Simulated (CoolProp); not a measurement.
A single-stage vapour-compression cycle with cyclopropane: evaporating at 300.15 K (dew point), condensing at 322.15 K (bubble point), superheat 8 K, subcooling 0 K, compressor efficiency 0.75, no pressure losses. Each further row changes one setting.

Model: reference Helmholtz-energy equation of state, Polt 1992, in CoolProp. This equation is an older, rougher fit; its heat capacities, sound speeds and derivatives of the liquid may be far off and weren't checked against measurements.

| case | cooling COP | pressure ratio | discharge temperature (K) | refrigerating effect (kJ/kg) | volumetric capacity (kJ/m³) |
|---|---|---|---|---|---|
| as stated | 9.09 | 1.72 | 341.5 | 361 | 5160 |
| evaporating temperature 305.15 K | [?] | 1.51 | 338.7 | 365 | [?] |
| condensing temperature 317.15 K | 12.0 | [?] | 334.4 | 373 | 5330 |
| subcooling 5 K | 9.40 | 1.72 | 341.5 | 373 | 5330 |
| superheat 18 K | 9.06 | 1.72 | 351.3 | 377 | 5140 |
| compressor efficiency 0.65 | [?] | 1.72 | 344.8 | 361 | 5160 |

Problem. What belongs in the gaps?

Solution. 
- evaporating temperature 305.15 K, cooling COP: 12.2
- evaporating temperature 305.15 K, volumetric capacity (kJ/m³): 5920
- condensing temperature 317.15 K, pressure ratio: 1.53
- compressor efficiency 0.65, cooling COP: 7.88
